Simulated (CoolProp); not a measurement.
Vapour-liquid equilibrium of propane (1) + n-pentane (2) at 0.0543 MPa; x and y are mole fractions of (1).

The numbers come from the multi-fluid Helmholtz-energy mixture model, Lemmon 2009 and Thol 2019; pair parameters Kunz 2012 in CoolProp.

| x | bubble temperature (°C) | y at the bubble point | dew temperature at overall composition x (°C) | liquid density (mol/L) |
|---|---|---|---|---|
| 0.05 | 1.3 | [?] | 17.7 | 9.010 |
| 0.2 | [?] | 0.894 | [?] | 9.704 |
| 0.35 | -36.3 | 0.955 | 8.7 | [?] |
| 0.5 | -42.9 | 0.976 | 3.0 | [?] |
| 0.65 | [?] | 0.987 | -4.3 | 11.72 |
| 0.8 | -51.2 | 0.994 | [?] | 12.50 |
| 0.95 | -54.3 | [?] | -35.2 | 13.27 |

Q: Complete the blanks.

A: 
- 0.05, y at the bubble point: 0.538
- 0.2, bubble temperature (°C): -25.1
- 0.2, dew temperature at overall composition x (°C): 13.5
- 0.35, liquid density (mol/L): 10.32
- 0.5, liquid density (mol/L): 10.99
- 0.65, bubble temperature (°C): -47.5
- 0.8, dew temperature at overall composition x (°C): -14.7
- 0.95, y at the bubble point: 0.999

No azeotrope shows between x = 0.05 and 0.95.

The pair parameters rest on a limited set of measurements; away from them the model extrapolates.
